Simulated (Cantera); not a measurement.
## Ta₂O₅ + CO + H₂ (carbothermic reduction)

A closed system holds: 1 mol Ta₂O₅, 3.9 mol CO, a varied amount of H₂, held at 2030 Torr.

Cantera equilibrium calculation (NASA polynomials, part measured and part estimated; ideal gas, pure solids and liquids). Candidate condensed phases: C, C₆H₆, C₇H₈, C₈H₁₈, H₂O, Ta, TaC, Ta₂O₅; 113 gas species. Mutual solubility and eutectic melting of coexisting phases are not modelled. TaC: taken at fixed stoichiometry. Condensed phases not in the tables: Ta₂C. Kinetics and transport are ignored.

Stable condensed phases:

```
T in °C \ n(H₂) in mol
         0.14 0.29 0.62  1.3  2.8    6   13
   1600     A    A    A    A    A    A    A
   1550     A    A    A    A    A    A    A
   1500     A    A    A    A    A    A    A
   1450     A    A    A    A    A    A    A
   1400     A    A    A    A    A    A    A
   1350     A    A    A    A    A    A    A
   1300     A    A    A    A    A    A    A
   1250     A    A    A    A    A    A    A
   1200     A    A    A    A    A    A    A
   1150     B    B    B    B    A    A    A
   1100     B    B    B    B    B    C    C
   1050     B    B    B    B    B    C    C
   1000     B    B    B    B    B    B    C
    950     B    B    B    B    B    B    C
```

A: TaC + Ta₂O₅; B: C + Ta₂O₅; C: Ta₂O₅.
